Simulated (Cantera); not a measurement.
Standard-state values (1 bar) from the NASA 1993 polynomials, evaluated with Cantera. Values are per mole of reaction as written; species without (g) are pure solids or liquids, kept so even where they would boil at 1 bar.

6 NO(g) + 3 B2O2(g) = 4 O3(g) + 6 BN, with ΔH° = -117.9 kJ and ΔS° = -948.0 J/K at 300 K.

How far is the shortcut ΔG° ≈ ΔH°(300 K) − T·ΔS°(300 K) from the full temperature-dependent value at 1500, 1525, 1550, 1575, 1600, 1625, 1650, 1675, 1700, 1725, 1750 K?


```csv
T (K),shortcut (kJ),full (kJ),difference (kJ),difference in log10 K
1500,1304.1,1308.2,-4.1,0.14
1525,1327.8,1331.4,-3.6,0.12
1550,1351.5,1354.5,-3.0,0.10
1575,1375.2,1377.7,-2.4,0.08
1600,1398.9,1400.7,-1.8,0.06
1625,1422.6,1423.8,-1.2,0.04
1650,1446.3,1446.8,-0.5,0.02
1675,1470.0,1469.8,0.2,-0.01
1700,1493.7,1492.8,0.9,-0.03
1725,1517.4,1515.7,1.7,-0.05
1750,1541.1,1538.6,2.5,-0.07
```
The shortcut ignores the heat-capacity change of the reaction.
